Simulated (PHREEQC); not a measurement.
Dissolve 2.3 mmol/kgw CdCl2, 0.57 mmol/kgw NaOH and 6.9 mmol/kgw HCl at 20 °C. Closed to the air; pH follows from the charge balance.

The numbers come from PHREEQC with the ion-association model, wateq4f.dat.

Each row changes one thing in this solution. No solid was allowed to form.

```
case                                              pH  ionic strength (mol/kgw)  Cl- (mol/kgw)  SI of Halite (NaCl)
----------------------------------------------  ----  ------------------------  -------------  -------------------
as made                                         2.24                    0.0119         0.0106                -6.89
diluted 100-fold with water                     4.20                  0.000138       0.000115               -10.77
HCl replaced by (CH3)4NCl at the same molality  9.30                    0.0114         0.0103                -6.89
HCl from 0.0069 to 0.00621 mol/kgw              2.29                    0.0113        0.00990                -6.91
CdCl2 left out                                  2.23                   0.00690        0.00690                -7.05
temperature from 20 to 85 °C                    2.25                    0.0118         0.0105                -7.03
```

Some of these states are supersaturated (in Cd(OH)2, CdOHCl, for instance). (CH3)4N+ isn't in the database: it is added as a free cation with an ion size of 4 Å. Constants without temperature data keep their 25 °C values here.
